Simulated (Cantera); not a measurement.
Input: 1 mol n-butane, 7.8 mol H2, 1.6 mol N2, held at 1123 K and 101000 Pa.

Equilibrium computed with Cantera from the NASA thermochemical tables; the gas is ideal and each condensed phase is pure. Candidate condensed phases: C, C6H6, C7H8, C8H18; 92 gas species. Equilibrium is a limit: real reactors are often held back by kinetics, nucleation or transport.

Base state: H2 0.864, N2 0.114, CH4 0.0222, NH3 7.69e-5 (mole fractions); condensed: C(graphite).

Task: What changes in the equilibrium state with this change: temperature from 1123 K to 1023.15 K?

Result: 
```
species            before     after
----------------  -------  --------
H2                  0.864     0.831
N2                  0.114     0.117
CH4                0.0222    0.0524
NH3               7.69e-5  0.000131
C(graphite), mol     3.69      3.28
```
